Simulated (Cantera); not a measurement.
Input: 1 mol B2H6, 18 mol H2O, held at 0.0400 bar.

Method: chemical equilibrium by Gibbs-energy minimisation in Cantera with the NASA 1993 tables (ideal gas, pure condensed phases). Candidate condensed phases: B, B2O3, B3O3H3, H2O; 23 gas species. The feed counts by its element totals alone. Gases not in the tables: H3BO3. Equilibrium is a limit: real reactors are often held back by kinetics, nucleation or transport. All values below are at 1125 K.

Base state: H2O 0.711, H2 0.286, (HBO2)3 0.00188, HBO2 0.00112 (mole fractions); condensed: B2O3(l).

### Question
What changes in the equilibrium state with this change: H2O from 18 to 0.088 mol?

### Answer
```
species        before    after
------------  -------  -------
H2              0.286    0.999
B3O3H3          <1e-9  0.00133
HBO           1.09e-8  7.40e-5
H2O             0.711  1.87e-7
(HBO2)3       0.00188    <1e-9
HBO2          0.00112  5.73e-7
B2O3(l), mol    0.929   0.0252
B(s), mol           0     1.94
```
Mutual solubility and eutectic melting of coexisting phases are not modelled.
